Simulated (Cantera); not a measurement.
A closed system holds: 1 mol SiCl4, 0.0038 mol Cl2, 30 mol H2, equilibrated at 1248.15 K and 3.40 mbar.

Method: chemical equilibrium by Gibbs-energy minimisation in Cantera with the NASA 1993 tables (ideal gas, pure condensed phases). Candidate condensed phases: Si; 19 gas species. The tables' values for SiCl3 are old estimates; treat these amounts as uncertain. Rates play no part.

Base state: H2 0.899, HCl 0.0800, SiCl2 0.0179, SiCl3 0.00156, SiCl4 0.000979, SiHCl3 0.000388, SiH2Cl2 2.09e-5 (mole fractions); condensed: Si(s).

Task: What changes in the equilibrium state with this change: pressure from 3.40 mbar to 1.00 bar?

Result: 
```tsv
species	before	after
H2	0.899	0.935
HCl	0.0800	0.0362
SiCl4	0.000979	0.0112
SiCl2	0.0179	0.00352
SiHCl3	0.000388	0.0102
SiH3Cl	3.12e-7	4.32e-5
SiH2Cl2	2.09e-5	0.00126
Si(s), mol	0.336	0.107
```
